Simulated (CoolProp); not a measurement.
Vapour-liquid equilibrium of cyclohexane (1) + n-nonane (2) at 464.4 K; x and y are mole fractions of (1).

Model: multi-fluid Helmholtz-energy mixture model, Zhou 2014 and Lemmon 2006; pair parameters Bell 2016, in CoolProp.

Give the bubble pressure and the first vapour's composition at x = 0.35, 0.5, 0.65. Is there an azeotrope?

x = 0.35: 541.2 kPa, y = 0.640; x = 0.5: 667.7 kPa, y = 0.765; x = 0.65: 805.0 kPa, y = 0.858. No azeotrope shows between x = 0.05 and 0.95.

Pair parameters are fitted to limited data, so mixtures are less certain than the pure fluids.
